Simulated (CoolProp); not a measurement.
Properties of carbonyl sulfide along the isotherm 512.7 K.

Values from CoolProp's reference Helmholtz-energy equation of state, Lemmon 2006. It is a short technical equation, of lower accuracy than the large ones.

```
p (bar)          phase  speed of sound (m/s)  Joule-Thomson coefficient (K/MPa)  isothermal compressibility (1/MPa)  expansivity (1/kK)  fugacity coefficient
-------  -------------  --------------------  ---------------------------------  ----------------------------------  ------------------  --------------------
0.302              gas                 292.1                              5.882                               33.13               1.954                0.9994
0.51               gas                 292.0                              5.883                               19.63               1.957                0.9990
0.86               gas                 291.9                              5.884                               11.65               1.962                0.9983
1.45               gas                 291.7                              5.886                               6.917               1.970                0.9971
2.45               gas                 291.3                              5.890                               4.102               1.983                0.9951
4.14               gas                 290.7                              5.896                               2.436               2.006                0.9918
6.98               gas                 289.7                              5.906                               1.453               2.046                0.9862
11.8               gas                 288.1                              5.921                              0.8680               2.116                0.9768
19.9               gas                 285.3                              5.941                              0.5235               2.241                0.9611
33.5               gas                 280.9                              5.955                              0.3202               2.472                0.9353
56.6               gas                 274.1                              5.906                              0.1994               2.936                0.8928
95.5     supercritical                 266.7                              5.534                              0.1277               3.906                0.8257
```
